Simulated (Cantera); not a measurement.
An isothermal, constant-pressure homogeneous reactor starts with 1.43 % C₃H₈, 98.6 % H₂, at 1975 K and 0.000247 atm.

Computed with Cantera and GRI-Mech 3.0 (53 species, 325 reactions). GRI-Mech 3.0 was tuned for natural gas; its chemistry of propane as a main component is partial and can be far from experiment. GRI-Mech 3.0 stops at C3 and has no aromatics, soot or wall deposition, so with more carbon than oxygen in the feed, carbon stays in small species such as C2H2 where larger ones or solid carbon would form. Radical loss at walls, strong at low pressure, is not modelled.

Question: Predict: x(H₂) at 9.00 s; x(CH₂) at 9.00 s; x(CH₄) at 9.00 s; x(C₂H) at 9.00 s.

Answer: 
- x(H₂) at 9.00 s: 0.967 (gas-phase equilibrium 0.898)
- x(CH₂) at 9.00 s: 3.46e-6 (gas-phase equilibrium 1.13e-7)
- x(CH₄) at 9.00 s: 0.000923 (gas-phase equilibrium 5.28e-7)
- x(C₂H) at 9.00 s: 4.23e-6 (gas-phase equilibrium 3.10e-5)
